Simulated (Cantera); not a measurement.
Cantera run:

```python
import numpy as np
import cantera as ct

gas_names = [...]  # 136 gases of nasa_gas.yaml made of C, H, N, O
cond_names = """
    C(gr) C6H6(L) C7H8(L) C8H18(L),n-octa H2O(s) H2O(L)
""".split()


# ... load() reads the species with a 1 bar reference pressure and builds the phases ...
atoms = {
    'C': {'C': 1},
    'H2O': {'H': 2, 'O': 1},
    'N2': {'N': 2},
    'NH3': {'N': 1, 'H': 3},
}
top_T = {'C(gr)': 4500}  # K; cautious upper limits of use, not melting points


# ... equilibrate(T, P, feed) seeds the gas with the atoms and calls Mixture.equilibrate('TP', solver="vcs", rtol=1e-11, max_steps=5000) ...
results = []
feed = {'C': 1, 'H2O': 1.1, 'N2': 0.55, 'NH3': 2.9}  # mol
T = 1375  # K
P = 133.322  # Pa
mix = equilibrate(T, P, feed)
results.append((T, P, feed, dict(zip(mix.species_names, mix.species_moles))))
print(gas.report(threshold=0.0001))
for i in range(1, mix.n_phases):
    print(f"{mix.phase(i).name:16s} {mix.phase_moles(i):12.5e} mol")
```

Output:

```
       temperature   1375 K
          pressure   133.32 Pa
           density   0.00013335 kg/m^3
  mean mol. weight   11.434 kg/kmol
   phase of matter   gas

                          1 kg             1 kmol
                     ---------------   ---------------
          enthalpy        1.4992e+06        1.7143e+07  J
   internal energy        4.9942e+05        5.7106e+06  J
           entropy             22983        2.6279e+05  J/K
    Gibbs function       -3.0102e+07        -3.442e+08  J
 heat capacity c_p            2881.8             32952  J/K
 heat capacity c_v            2154.7             24638  J/K

                      mass frac. Y      mole frac. X     chem. pot. / RT
                     ---------------   ---------------   ---------------
                CO            0.2875           0.11737           -44.928
               CO2         0.0037425        0.00097239           -77.747
                H2           0.11179           0.63405           -25.429
               H2O          0.017112          0.010861           -58.248
                N2           0.57985           0.23668            -33.81
     [ +131 minor]        6.6835e-06        7.4786e-05

C(gr)             0.00000e+00 mol
```

These are equilibrium values from Cantera (NASA tables, ideal gas, pure condensed phases), not measurements of a reactor.
